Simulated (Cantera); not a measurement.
Input (Python, Cantera):

```python
import numpy as np
import cantera as ct

gas = ct.Solution("SiF4_NH3_mec.yaml", "gas")
gas.TPX = 1975, 2666, {'NH3': 1, 'H2': 0.24}
reactor = ct.IdealGasConstPressureReactor(gas, energy="off", clone=False)
net = ct.ReactorNet([reactor])
net.rtol, net.atol = 1e-08, 1e-18
show = ['NH3', 'H2', 'N2H4', 'H', 'N2', 'NH2', 'N']
times = np.geomspace(2e-06, 60, 11)

steps = ct.SolutionArray(gas, extra=["t"])
rows = []
print(f"{'t/s':>10s}{'T/K':>9s}{'P/Pa':>11s}" + "".join(f"{s:>11s}" for s in show))
for t in times:
    while net.time < t:
        t_next = net.step()
        steps.append(gas.state, t=t_next)
    rows.append([np.interp(t, steps.t, y) for y in (steps.T, steps.P, *steps(*show).X.T)])
    print(f"{t:10.3e}{rows[-1][0]:9.1f}{rows[-1][1]:11.4g}" + "".join(f"{x:11.3e}" for x in rows[-1][2:]))
rate = np.gradient(steps.T, steps.t)
print("integrator steps:", len(steps.t))
if steps.T.max() > steps.T[0] + 200:
    print(f"time of steepest temperature rise: {steps.t[rate.argmax()]:.4e} s")
gas.TPX = 1975, 2666, {'NH3': 1, 'H2': 0.24}
gas.equilibrate("TP")
print(f"equilibrium (TP): T = {gas.T:.1f} K  " + "  ".join(f"{s} {gas[s].X[0]:.3e}" for s in show))
```

Output:

```
       t/s      T/K       P/Pa        NH3         H2       N2H4          H         N2        NH2          N
 2.000e-06   1975.0       2666  8.065e-01  1.935e-01  4.469e-16  2.373e-07  5.153e-19  4.551e-07  5.813e-19
 1.119e-05   1975.0       2666  8.064e-01  1.935e-01  8.509e-14  5.852e-07  4.538e-15  3.288e-06  8.904e-16
 6.258e-05   1975.0       2666  8.064e-01  1.936e-01  5.218e-12  1.953e-06  2.536e-11  1.971e-05  9.718e-13
 3.501e-04   1975.0       2666  8.063e-01  1.936e-01  1.838e-10  9.572e-06  4.970e-08  1.112e-04  6.198e-10
 1.958e-03   1975.0       2666  8.055e-01  1.938e-01  5.357e-09  5.015e-05  2.755e-05  5.950e-04  1.008e-07
 1.095e-02   1975.0       2666  7.970e-01  1.995e-01  2.152e-08  1.046e-04  2.107e-03  1.191e-03  6.425e-07
 6.128e-02   1975.0       2666  7.473e-01  2.355e-01  1.955e-08  1.253e-04  1.590e-02  1.135e-03  7.032e-07
 3.428e-01   1975.0       2666  5.357e-01  3.886e-01  1.218e-08  2.266e-04  7.456e-02  8.963e-04  8.798e-07
 1.917e+00   1975.0       2666  1.335e-01  6.795e-01  1.806e-09  6.101e-04  1.860e-01  3.453e-04  1.020e-06
 1.073e+01   1975.0       2666  1.648e-04  7.715e-01  1.877e-13  5.771e-03  2.225e-01  3.555e-06  7.873e-07
 6.000e+01   1975.0       2666  1.761e-06  7.702e-01  3.516e-17  7.403e-03  2.224e-01  4.880e-08  1.787e-08
integrator steps: 1691
equilibrium (TP): T = 1975.0 K  NH3 1.774e-07  H2 7.702e-01  N2H4 3.669e-19  H 7.403e-03  N2 2.224e-01  NH2 4.917e-09  N 1.800e-09
```

Detailed kinetics in Cantera: the gas-phase N/H chemistry of the illustrative SiF4/NH3 mechanism in the Surface Chemkin manual (1991). Walls and surfaces, which speed up NH3 decomposition in real reactors, are not modelled.
